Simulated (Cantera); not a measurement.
**Premixed flame**

A freely propagating, adiabatic, planar premixed flame of 22.3 % H2, 14.3 % O2, 53.7 % N2, 9.80 % H2O, equivalence ratio 0.78, unburnt at 450 K and 510000 Pa; mixture-averaged transport, grid criteria slope 0.08 and curve 0.16, no radiation.

Detailed kinetics in Cantera: the H2/O2 subset of GRI-Mech 3.0, which has no nitrogen chemistry. The hydrogen kinetics of GRI-Mech 3.0 are dated; newer H2 mechanisms differ, most at raised pressure. Burning velocities carry a grid error of a few per cent, more on coarse grids.

| z (mm) | T (K) | u (m/s) | x H2 | x O2 | x H2O | x O | x HO2 | x H |
|---|---|---|---|---|---|---|---|---|
| -0.214 | 450 | 1.09 | 0.220 | 0.143 | 0.0984 | <1e-8 | 5.90e-8 | <1e-8 |
| -0.142 | 452 | 1.08 | 0.215 | 0.144 | 0.0992 | <1e-8 | 5.53e-7 | <1e-8 |
| -0.107 | 457 | 1.09 | 0.205 | 0.146 | 0.101 | <1e-8 | 3.27e-6 | <1e-8 |
| -0.0712 | 491 | 1.14 | 0.181 | 0.149 | 0.108 | 4.56e-8 | 3.58e-5 | <1e-8 |
| -0.0356 | 726 | 1.61 | 0.124 | 0.143 | 0.147 | 6.32e-6 | 0.000577 | 6.14e-6 |
| -0.0178 | 1067 | 2.32 | 0.0846 | 0.122 | 0.199 | 0.000169 | 0.000836 | 0.000436 |
| 0 | 1425 | 3.08 | 0.0477 | 0.0899 | 0.260 | 0.00106 | 0.000424 | 0.00236 |
| 0.0178 | 1655 | 3.58 | 0.0240 | 0.0647 | 0.302 | 0.00190 | 0.000203 | 0.00355 |
| 0.0356 | 1780 | 3.84 | 0.0135 | 0.0524 | 0.321 | 0.00201 | 0.000113 | 0.00302 |
| 0.0712 | 1897 | 4.09 | 0.00652 | 0.0447 | 0.336 | 0.00139 | 5.08e-5 | 0.00145 |
| 0.142 | 1970 | 4.24 | 0.00276 | 0.0418 | 0.345 | 0.000606 | 1.91e-5 | 0.000401 |
| 0.285 | 2002 | 4.30 | 0.000950 | 0.0411 | 0.349 | 0.000216 | 6.61e-6 | 8.20e-5 |
| 0.570 | 2013 | 4.32 | 0.000367 | 0.0410 | 0.351 | 9.32e-5 | 3.13e-6 | 2.14e-5 |
x: mole fraction of selected species; z is measured from the peak of heat release.

| Property | Value |
|---|---|
| laminar burning velocity | 109 cm/s |
| thermal thickness | 0.0712 mm |
| peak x(O) | 0.00204 |
| peak x(HO2) | 0.000901 |
| peak x(H) | 0.00355 |
| grid points | 112 |
